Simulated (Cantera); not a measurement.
Charge: 1 mol HMDSO, 15 mol O₂, 42 mol H₂, equilibrated at 1400 K and 34000 Pa.

Method: chemical equilibrium by Gibbs-energy minimisation in Cantera with the NASA 1993 tables (ideal gas, pure condensed phases). Candidate condensed phases: C, C₆H₆, C₇H₈, C₈H₁₈, H₂O, Si, SiC, SiO₂; 123 gas species. The feed counts by its element totals alone. The tables hold silica as quartz up to 1696 K and as liquid above; real silica turns to tridymite and cristobalite and melts near 1996 K. Gases not in the tables: Si(OH)₄. Kinetics and transport are ignored.

Base state: H₂ 0.550, H₂O 0.345, CO 0.0817, CO₂ 0.0236 (mole fractions); condensed: SiO₂(β-quartz).

Question: What changes in the equilibrium state with this change: temperature from 1400 K to 1223 K?

Answer: 
```csv
species,before,after
H₂,0.550,0.557
H₂O,0.345,0.338
CO,0.0817,0.0744
CO₂,0.0236,0.0309
"SiO₂(β-quartz), mol",2.00,2.00
```

Question: What changes in the equilibrium state with this change: temperature from 1400 K to 675 K?

Answer: 
```
species               before     after
-------------------  -------  --------
H₂O                    0.345     0.539
H₂                     0.550     0.332
CH₄                  7.32e-8     0.109
CO                    0.0817  0.000939
CO₂                   0.0236    0.0183
SiO₂(β-quartz), mol     2.00         0
SiO₂(α-quartz), mol        0      2.00
```

Question: What changes in the equilibrium state with this change: H₂ from 42 to 0.44 mol?

Answer: 
| species | before | after |
|---|---|---|
| H₂O | 0.345 | 0.518 |
| CO₂ | 0.0236 | 0.329 |
| O₂ | <1e-9 | 0.153 |
| H₂ | 0.550 | 1.03e-6 |
| CO | 0.0817 | 1.42e-6 |
| OH | 7.71e-8 | 8.47e-5 |
| SiO₂(β-quartz), mol | 2.00 | 2.00 |
